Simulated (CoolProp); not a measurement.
A single-stage vapour-compression cycle with the fluid: evaporating at 261.15 K (dew point), condensing at 293.15 K (bubble point), superheat 2 K, subcooling 5 K, compressor efficiency 0.8, no pressure losses. The same conditions are run with several fluids, on thermodynamics alone (safety and materials aside).

Values from CoolProp's reference Helmholtz-energy equation of state of each fluid (R245fa: Akasaka 2015; CH2F2 (R32): Tillner-Roth 1997; cis-2-butene: Lemmon 2005; hydrogen sulfide: Lemmon 2006; chloromethane (R40): Thol 2014; R13: Platzer 1990). The equations of Platzer and Polt are older, rougher fits.

| fluid | cooling COP | pressure ratio | discharge temperature (K) | refrigerating effect (kJ/kg) | volumetric capacity (kJ/m³) |
|---|---|---|---|---|---|
| R245fa | 6.01 | 4.11 | 301.3 | 178 | … |
| CH2F2 (R32) | … | 2.71 | 331.7 | 288 | 4210 |
| cis-2-butene | 6.06 | 3.40 | 310.2 | 374 | 524 |
| hydrogen sulfide | 5.72 | … | 344.2 | 427 | … |
| chloromethane (R40) | … | 3.00 | … | 374 | 1510 |
| R13 | 4.54 | 2.22 | 307.8 | … | 6460 |

**Question.** What belongs in the gaps?

**Answer.** 
- R245fa, volumetric capacity (kJ/m³): 332
- CH2F2 (R32), cooling COP: 5.69
- hydrogen sulfide, pressure ratio: 2.50
- hydrogen sulfide, volumetric capacity (kJ/m³): 5200
- chloromethane (R40), cooling COP: 5.91
- chloromethane (R40), discharge temperature (K): 343.9
- R13, refrigerating effect (kJ/kg): 71.0
